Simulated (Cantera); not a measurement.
## Thermodynamics of silicon etching in halogen gases, feed Si + NF3 + N2

Input: 1 mol Si, a varied amount of NF3, 1.1 mol N2, equilibrated at 700 K and 19.0 Pa.

Cantera equilibrium calculation (NASA polynomials, part measured and part estimated; ideal gas, pure solids and liquids). Candidate condensed phases: Si, Si3N4; 16 gas species. The numbers say what is thermodynamically allowed, not how fast it happens.

From 0.66 mol NF3 to 1.3 mol NF3 the condensed part is Si3N4(s). From 1.6 mol NF3 to 7.9 mol NF3 nothing is condensed. The main Si-bearing gas is SiF4 throughout.

```
n(NF3) (mol)   x N2    x F2  x SiF4     x F    x NF3    x NF2   x SiF3  n Si3N4(s)
------------  -----  ------  ------  ------  -------  -------  -------  ----------
0.66          0.688  <1e-12   0.312  <1e-12   <1e-12   <1e-12  1.04e-8       0.168
0.82          0.671  <1e-12   0.329  <1e-12   <1e-12   <1e-12  1.09e-8       0.128
1             0.656  <1e-12   0.344  <1e-12   <1e-12   <1e-12  1.13e-8      0.0833
1.3           0.640  <1e-12   0.360  <1e-12   <1e-12   <1e-12  1.17e-8     0.00833
1.6           0.566   0.101   0.298  0.0331  0.00154  7.26e-9   <1e-12           0
2             0.500   0.209   0.239  0.0477  0.00433  1.42e-8   <1e-12           0
2.6           0.439   0.311   0.185  0.0582  0.00736  1.98e-8   <1e-12           0
3.2           0.401   0.375   0.150  0.0640  0.00934  2.28e-8   <1e-12           0
4             0.368   0.431   0.121  0.0686   0.0110  2.51e-8   <1e-12           0
5             0.342   0.477  0.0967  0.0722   0.0124  2.68e-8   <1e-12           0
6.3           0.320   0.515  0.0768  0.0750   0.0134  2.80e-8   <1e-12           0
7.9           0.303   0.545  0.0614  0.0771   0.0142  2.88e-8   <1e-12           0
```
x: gas mole fraction; n: condensed amount in mol.
